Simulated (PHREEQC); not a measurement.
Brine: an equilibrium model

Consider water at 25 °C with 1.1 mol CaCl2, 0.12 mol BaCl2 and 4.1 mol LiCl per kg of water. Closed to the air; pH follows from the charge balance.

The numbers come from PHREEQC with the Pitzer model, pitzer.dat.

No solid was allowed to form.

Q: Predict the activity of water.

A: activity of water 0.679.
